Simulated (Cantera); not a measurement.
A closed system holds: 1 mol SiH4, 34 mol NH3, 0.38 mol H2, 3.6 mol N2, equilibrated at 25.0 mbar.

These are equilibrium values from Cantera (NASA tables, ideal gas, pure condensed phases), not measurements of a reactor. Candidate condensed phases: Si, Si3N4; 18 gas species. Gases not in the tables: Si2H6 and higher silanes. The numbers say what is thermodynamically allowed, not how fast it happens.

Problem. Which condensed phases are stable at each of these points (T (K)): 823, 923, 1023, 1123, 1223, 1323, 1423, 1523, 1623, 1723, 1823, 1923?

Solution. 
| T (K) | condensed phases | Si condensed (%) |
|---|---|---|
| 823 | Si3N4(s) | 100.0 |
| 923 | Si3N4(s) | 100.0 |
| 1023 | Si3N4(s) | 100.0 |
| 1123 | Si3N4(s) | 100.0 |
| 1223 | Si3N4(s) | 100.0 |
| 1323 | Si3N4(s) | 100.0 |
| 1423 | Si3N4(s) | 100.0 |
| 1523 | Si3N4(s) | 100.0 |
| 1623 | Si3N4(s) | 100.0 |
| 1723 | Si3N4(s) | 99.8 |
| 1823 | Si(l) | 98.1 |
| 1923 | Si(l) | 93.4 |

From 823 K to 1723 K the condensed part is Si3N4(s). From 1823 K to 1923 K the condensed part is Si(l).
